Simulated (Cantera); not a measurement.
A freely propagating, adiabatic, planar premixed flame of CO : H₂ : CH₄ : O₂ : N₂ = 1 : 1.1 : 0.2 : 1.12 : 3.79 (molar parts), equivalence ratio 1.3, unburnt at 450 K and 2250 Torr; mixture-averaged transport, grid criteria slope 0.08 and curve 0.16, no radiation.

Model: GRI-Mech 3.0 (53 species, 325 reactions), integrated in Cantera. Burning velocities carry a grid error of a few per cent, more on coarse grids.

Task: What does this change do: N2 3.79 to 4.8 parts?

Result: 
```csv
quantity,before,after
laminar burning velocity,229 cm/s,166 cm/s
thermal thickness,0.0916 mm,0.105 mm
peak x(CH₂O),0.000340,0.000263
peak x(HO₂),0.000656,0.000534
```
